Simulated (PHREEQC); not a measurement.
Consider water at 84 °C with 0.0087 mol/kgw NiCl2, 0.22 mol/kgw H3BO3 and 0.0924 mol/kgw HCl. Closed to the air; pH follows from the charge balance.

Model: ion-association model, wateq4f.dat, run in PHREEQC.

No solid was allowed to form.

Q: Predict the pH, activity of water.

A: pH 1.13; activity of water 0.993.

Q: In which forms is Ni present?

A: Ni+2 91 %, NiCl+ 7.5 %, NiCl2 1.6 % of the Ni.

Away from 25 °C the constants follow the database's enthalpies or fits; those with neither stay at their 25 °C values.
